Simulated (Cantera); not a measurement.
What does this Cantera script print?

```python
import numpy as np
import cantera as ct

gas = ct.Solution("gri30.yaml")
gas.TPX = 525, 25000, {'C3H8': 1, 'O2': 6.67, 'N2': 25.1}
flame = ct.FreeFlame(gas, width=0.11)
flame.set_refine_criteria(ratio=3, slope=0.08, curve=0.16)
flame.transport_model = "mixture-averaged"
flame.solve(loglevel=0, auto=True)
z, T = flame.grid, flame.T
thick = (T[-1] - T[0]) / np.gradient(T, z).max()
show = ['C3H8', 'O2', 'CH2O', 'HO2', 'CO2', 'H2O']
print(f"laminar burning velocity  {flame.velocity[0] * 100:.3f} cm/s")
print(f"burnt temperature         {T[-1]:.1f} K")
print(f"thermal thickness         {thick * 1e3:.4f} mm")
print(f"grid points               {len(z)}")
z0 = z[flame.heat_release_rate.argmax()]
print(f"{'z/mm':>9s}{'T/K':>9s}{'u/(m/s)':>9s}" + "".join(f"{s:>11s}" for s in show))
rows = []
for k in (-3, -2, -1.5, -1, -0.5, -0.25, 0, 0.25, 0.5, 1, 2, 4, 8):
    zz = z0 + k * thick
    rows.append([k * thick, np.interp(zz, z, T), np.interp(zz, z, flame.velocity),
                 *(np.interp(zz, z, flame.X[gas.species_index(s)]) for s in show)])
    print(f"{rows[-1][0] * 1e3:9.3f}{rows[-1][1]:9.1f}{rows[-1][2]:9.3f}" + "".join(f"{x:11.3e}" for x in rows[-1][3:]))
```

It prints:

```
laminar burning velocity  124.665 cm/s
burnt temperature         2114.8 K
thermal thickness         1.1028 mm
grid points               140
     z/mm      T/K  u/(m/s)       C3H8         O2       CH2O        HO2        CO2        H2O
   -3.308    525.1    1.247  3.050e-02  2.034e-01  8.540e-08  6.527e-08  7.095e-08  1.393e-05
   -2.206    525.7    1.250  3.047e-02  2.032e-01  1.542e-06  8.710e-07  1.348e-06  1.455e-04
   -1.654    528.8    1.259  3.042e-02  2.026e-01  1.037e-05  4.502e-06  9.616e-06  6.414e-04
   -1.103    555.1    1.328  3.015e-02  1.998e-01  1.108e-04  2.733e-05  1.261e-04  3.993e-03
   -0.551    798.6    1.946  2.452e-02  1.774e-01  8.745e-04  8.569e-05  2.392e-03  2.708e-02
   -0.276   1140.2    2.845  1.064e-02  1.432e-01  1.358e-03  2.192e-04  7.971e-03  5.553e-02
    0.000   1495.5    3.803  6.567e-04  1.027e-01  7.979e-04  2.346e-04  1.841e-02  8.415e-02
    0.276   1642.4    4.191  2.539e-06  7.894e-02  1.031e-04  3.346e-05  3.036e-02  9.766e-02
    0.551   1679.5    4.277  1.751e-09  6.902e-02  6.005e-06  6.598e-06  4.053e-02  1.011e-01
    1.103   1717.9    4.352  7.052e-15  6.197e-02  2.331e-08  4.671e-06  5.401e-02  1.005e-01
    2.206   1769.6    4.457  1.535e-21  5.780e-02  1.585e-11  3.962e-06  6.459e-02  9.981e-02
    4.411   1834.7    4.599  1.970e-29  5.564e-02  6.958e-12  3.236e-06  6.919e-02  1.021e-01
    8.822   1911.4    4.767  1.393e-40  5.395e-02  4.688e-12  2.428e-06  7.246e-02  1.060e-01
```

Detailed kinetics in Cantera: GRI-Mech 3.0 (53 species, 325 reactions). GRI-Mech 3.0 was tuned for natural gas; its chemistry of propane as a main component is partial and can be far from experiment. Burning velocities carry a grid error of a few per cent, more on coarse grids.
